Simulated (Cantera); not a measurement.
Source: NASA polynomial tables (part measured, part estimated), evaluated in Cantera. Values are per mole of reaction as written; species without (g) are pure solids or liquids, kept so even where they would boil at 1 bar.

2 HI(g) + Mg(g) → MgI₂ + 2 H(g)

| T (K) | ΔH° (kJ) | ΔS° (J/K) | ΔG° (kJ) | log10 K | condensed phases |
|---|---|---|---|---|---|
| 300 | -130.7 | -202.5 | -70.0 | 12.18 | MgI₂(s) |
| 923 | -74.9 | -123.0 | 38.7 | -2.19 | MgI₂(l) |
| 973 | -72.1 | -120.1 | 44.7 | -2.40 | MgI₂(l) |
| 1023 | ? | ? | ? | ? | MgI₂(l) |
| 1073 | -66.6 | -114.7 | 56.5 | -2.75 | MgI₂(l) |
| 1123 | -63.9 | -112.3 | 62.2 | -2.89 | MgI₂(l) |
| 1173 | -61.3 | -110.0 | 67.7 | -3.02 | MgI₂(l) |
| 1223 | -58.6 | -107.8 | 73.2 | -3.12 | MgI₂(l) |
| 1273 | ? | ? | ? | ? | MgI₂(l) |
| 1323 | ? | ? | ? | ? | MgI₂(l) |
| 1373 | -50.8 | -101.7 | 88.9 | -3.38 | MgI₂(l) |
| 1423 | -48.3 | -99.9 | 93.9 | -3.45 | MgI₂(l) |

Q: Complete the blanks.

A: 
- 1023, ΔH° (kJ): -69.4
- 1023, ΔS° (J/K): -117.3
- 1023, ΔG° (kJ): 50.7
- 1023, log10 K: -2.59
- 1273, ΔH° (kJ): -56.0
- 1273, ΔS° (J/K): -105.7
- 1273, ΔG° (kJ): 78.5
- 1273, log10 K: -3.22
- 1323, ΔH° (kJ): -53.4
- 1323, ΔS° (J/K): -103.7
- 1323, ΔG° (kJ): 83.7
- 1323, log10 K: -3.31
